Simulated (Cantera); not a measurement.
Feed: 1 mol BaF2, 4.1 mol O2, 20 mol N2, held at 1002 °C.

Equilibrium computed with Cantera from the NASA thermochemical tables; the gas is ideal and each condensed phase is pure. Candidate condensed phases: Ba, BaF2, BaO; 20 gas species. Kinetics and transport are ignored.

log p: log10 of the partial pressure in bar; n: condensed amount in mol.

```csv
P (Pa),log p N2,log p O2,log p BaF2,log p NO,log p O,log p NO2,n BaF2(s)
0.100,-6.10,-6.79,-7.40,-9.53,-10.35,-14.50,0
1.60,-4.88,-5.57,-6.74,-8.31,-9.74,-12.67,0.722
25,[?],[?],-6.74,[?],[?],[?],0.982
400,[?],[?],-6.74,[?],[?],[?],0.999
6300,-1.28,-1.97,-6.74,-4.71,-7.94,-7.27,1.000
100000,-0.08,-0.77,-6.74,-3.51,-7.34,-5.47,1.000
```

Problem. Complete the blanks.

Solution. 
- 25, log p N2: -3.68
- 25, log p O2: -4.37
- 25, log p NO: -7.11
- 25, log p O: -9.14
- 25, log p NO2: -10.88
- 400, log p N2: -2.48
- 400, log p O2: -3.17
- 400, log p NO: -5.91
- 400, log p O: -8.54
- 400, log p NO2: -9.07
